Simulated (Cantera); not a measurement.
Cantera run, input and output.

```python
import numpy as np
import cantera as ct

gas = ct.Solution("gri30.yaml")


def delay(T, t_max=10):
    gas.TPX = T, 101325, {'CH4': 1, 'O2': 1.43, 'N2': 5.37}
    reactor = ct.IdealGasReactor(gas, clone=False)
    net = ct.ReactorNet([reactor])
    net.rtol, net.atol = 1e-8, 1e-16
    while net.time < t_max:
        t_old, T_old = net.time, reactor.T
        net.step()
        if reactor.T > T + 400:  # ignition: a rise of 400 K
            return t_old + (T + 400 - T_old) / (reactor.T - T_old) * (net.time - t_old)
    return np.nan


taus = []
for T in [1125, 1175, 1225, 1275, 1325, 1375, 1425]:
    taus.append(delay(T))
    print(f"T0 = {T:6g} K   tau = {taus[-1]:.4e} s")
```

Result:

```
T0 =   1125 K   tau = 1.5825e-01 s
T0 =   1175 K   tau = 7.4078e-02 s
T0 =   1225 K   tau = 3.6054e-02 s
T0 =   1275 K   tau = 1.8182e-02 s
T0 =   1325 K   tau = 9.4742e-03 s
T0 =   1375 K   tau = 5.0943e-03 s
T0 =   1425 K   tau = 2.8285e-03 s
```

Model: GRI-Mech 3.0 (53 species, 325 reactions), integrated in Cantera.
